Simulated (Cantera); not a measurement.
Input (Python, Cantera):

```python
import numpy as np
import cantera as ct

gas = ct.Solution("gri30.yaml")
gas.TPX = 350, 12000, {'CH4': 1, 'O2': 2.13, 'N2': 7.8}
flame = ct.FreeFlame(gas, width=0.18)
flame.set_refine_criteria(ratio=3, slope=0.08, curve=0.16)
flame.transport_model = "mixture-averaged"
flame.solve(loglevel=0, auto=True)
z, T = flame.grid, flame.T
thick = (T[-1] - T[0]) / np.gradient(T, z).max()
show = ['CH4', 'O2', 'NO2', 'CH2', 'CH2O', 'HO2']
print(f"laminar burning velocity  {flame.velocity[0] * 100:.3f} cm/s")
print(f"burnt temperature         {T[-1]:.1f} K")
print(f"thermal thickness         {thick * 1e3:.4f} mm")
print(f"grid points               {len(z)}")
z0 = z[flame.heat_release_rate.argmax()]
print(f"{'z/mm':>9s}{'T/K':>9s}{'u/(m/s)':>9s}" + "".join(f"{s:>11s}" for s in show))
rows = []
for k in (-3, -2, -1.5, -1, -0.5, -0.25, 0, 0.25, 0.5, 1, 2, 4, 8):
    zz = z0 + k * thick
    rows.append([k * thick, np.interp(zz, z, T), np.interp(zz, z, flame.velocity),
                 *(np.interp(zz, z, flame.X[gas.species_index(s)]) for s in show)])
    print(f"{rows[-1][0] * 1e3:9.3f}{rows[-1][1]:9.1f}{rows[-1][2]:9.3f}" + "".join(f"{x:11.3e}" for x in rows[-1][3:]))
```

It prints:

```
laminar burning velocity  79.012 cm/s
burnt temperature         2176.8 K
thermal thickness         2.4766 mm
grid points               161
     z/mm      T/K  u/(m/s)        CH4         O2        NO2        CH2       CH2O        HO2
   -7.430    350.0    0.790  9.146e-02  1.948e-01  4.039e-13  2.003e-19  1.038e-09  6.038e-09
   -4.953    350.2    0.791  9.136e-02  1.946e-01  1.563e-11  2.047e-15  4.771e-08  1.777e-07
   -3.715    351.7    0.796  9.110e-02  1.942e-01  2.318e-10  6.965e-13  7.203e-07  1.984e-06
   -2.477    382.3    0.870  8.908e-02  1.918e-01  4.941e-09  1.280e-09  1.788e-05  3.715e-05
   -1.238    759.4    1.757  6.758e-02  1.651e-01  1.515e-09  3.521e-07  2.612e-04  4.584e-05
   -0.619   1182.1    2.769  3.851e-02  1.253e-01  1.794e-09  9.892e-06  7.469e-04  9.719e-05
    0.000   1575.9    3.727  1.020e-02  7.744e-02  1.385e-09  4.255e-05  7.047e-04  1.020e-04
    0.619   1733.4    4.107  9.928e-04  4.856e-02  2.886e-10  1.168e-05  1.381e-04  1.512e-05
    1.238   1766.3    4.175  5.072e-05  3.780e-02  1.670e-10  6.993e-07  8.317e-06  2.387e-06
    2.477   1790.6    4.212  1.998e-07  3.225e-02  1.788e-10  2.914e-09  3.413e-08  1.553e-06
    4.953   1819.6    4.263  2.709e-11  2.985e-02  2.084e-10  4.470e-13  1.590e-11  1.384e-06
    9.906   1859.0    4.342  3.099e-15  2.849e-02  2.839e-10  7.291e-17  1.006e-11  1.235e-06
   19.813   1915.5    4.456  5.336e-18  2.683e-02  4.669e-10  9.669e-18  9.064e-12  1.046e-06
```

Detailed kinetics in Cantera: GRI-Mech 3.0 (53 species, 325 reactions). Burning velocities carry a grid error of a few per cent, more on coarse grids.
